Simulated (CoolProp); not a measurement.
Saturation properties of R113.

Values from CoolProp's reference Helmholtz-energy equation of state, Marx 1992.

```csv
T (K),p (bar),enthalpy of vaporisation (kJ/kg),liquid cp (kJ/(kg K)),vapour Z,surface tension (mN/m)
321,1.022,144.2,0.9406,0.9587,14.7
324,1.128,143.3,0.9438,0.9556,14.3
326.9,1.237,142.3,0.9470,0.9525,14.0
329.9,1.359,141.3,0.9502,0.9492,13.7
332.8,1.486,140.4,0.9535,0.9459,13.4
335.8,1.627,139.3,0.9569,0.9422,13.1
338.7,1.772,138.4,0.9602,0.9386,12.7
341.7,1.932,137.3,0.9637,0.9346,12.4
344.6,2.098,136.3,0.9672,0.9307,12.1
347.6,2.280,135.2,0.9708,0.9264,11.8
```

It boils at 320.7 K under 1 atm.

Surface tension comes from a separate correlation (Mulero 2012).
